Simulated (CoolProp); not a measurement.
A simple Rankine cycle with water: condensing at 291.15 K, boiler at 7.47 MPa, turbine inlet 713.4 K, turbine efficiency 0.6, pump efficiency 0.6, no recuperator. Each further row changes one setting.

Model: reference Helmholtz-energy equation of state, Wagner 2002, in CoolProp.

```tsv
case	thermal efficiency (%)	net work (kJ/kg)	heat in (kJ/kg)	turbine exit temperature (K)	volume ratio over the turbine
as stated	25.1	[?]	3170	291.1	1550
turbine inlet 733.4 K	[?]	815	[?]	291.1	1520
condensing temperature 283.15 K	[?]	827	3200	283.2	2520
boiler pressure 5.23 MPa	24.5	785	3210	291.1	1080
turbine efficiency 0.5	[?]	662	3170	316.9	[?]
```

What belongs in the gaps?


- as stated, net work (kJ/kg): 796
- turbine inlet 733.4 K, thermal efficiency (%): 25.3
- turbine inlet 733.4 K, heat in (kJ/kg): 3220
- condensing temperature 283.15 K, thermal efficiency (%): 25.8
- turbine efficiency 0.5, thermal efficiency (%): 20.9
- turbine efficiency 0.5, volume ratio over the turbine: 1750

The expansion ends wet for: as stated; turbine inlet 733.4 K; condensing temperature 283.15 K; boiler pressure 5.23 MPa.
